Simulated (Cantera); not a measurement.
Charge: 1 mol PbO, 0.91 mol CO, 11 mol N2, held at 2598.15 K and 7.50 Torr.

Cantera equilibrium calculation (NASA polynomials, part measured and part estimated; ideal gas, pure solids and liquids). Candidate condensed phases: C, Pb, PbO, PbO2, Pb3O4; 27 gas species. Equilibrium is a limit: real reactors are often held back by kinetics, nucleation or transport.

Base state: N2 0.811, Pb 0.0719, CO 0.0565, O 0.0269, O2 0.0136, CO2 0.0108, NO 0.00700, PbO 0.00216 (mole fractions); condensed: gas only.

**Question.** What changes in the equilibrium state with this change: N2 from 11 to 0.4 mol?

**Answer.** 
```tsv
species	before	after
Pb	0.0719	0.342
CO	0.0565	0.228
N2	0.811	0.143
PbO	0.00216	0.0252
CO2	0.0108	0.107
O2	0.0136	0.0813
O	0.0269	0.0658
NO	0.00700	0.00720
```
Gases not in the tables: (PbO)n polymers.
